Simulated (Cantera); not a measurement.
Mixture: 9.05 % CH3OH, 19.1 % O2, 71.9 % N2, equivalence ratio 0.71, at 1.00 bar, adiabatic and at constant pressure. Ignition delay is the time to a rise of 400 K.

Computed with Cantera and GRI-Mech 3.0 (53 species, 325 reactions). GRI-Mech 3.0 was tuned for natural gas; its chemistry of methanol as a main component is partial and can be far from experiment.

Question: Predict: delay at 1050 K; delay at 1250 K; delay at 1450 K; delay at 1650 K; delay at 1850 K; apparent activation energy between 1650 and 1850 K.

Answer: 
```json
{
  "delay at 1050 K": "0.177 s",
  "delay at 1250 K": "4.74 ms",
  "delay at 1450 K": "0.409 ms",
  "delay at 1650 K": "77.6 µs",
  "delay at 1850 K": "23.0 µs",
  "apparent activation energy between 1650 and 1850 K": "150 kJ/mol"
}
```
